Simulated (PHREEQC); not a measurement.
Solution (18 °C): 0.02 mol/kgw CaBr2. Closed to the air; pH follows from the charge balance.

Computed with PHREEQC (ion-association model, phreeqc.dat).

The ionic strength is 0.0600 mol/kgw and the specific conductance is 3700 µS/cm. The density comes out as 1.002 g/cm³.

```tsv
species	molality	activity	log γ
Br-	0.0400	0.0318	-0.100
Ca+2	0.0200	0.00909	-0.343
H+	1.04e-7	8.79e-8	-0.072
OH-	8.26e-8	6.62e-8	-0.096
CaOH+	2.11e-8	1.71e-8	-0.090
```

This is a speciation only: nothing precipitates in the calculation. Complexes and solids missing from the database can't appear.
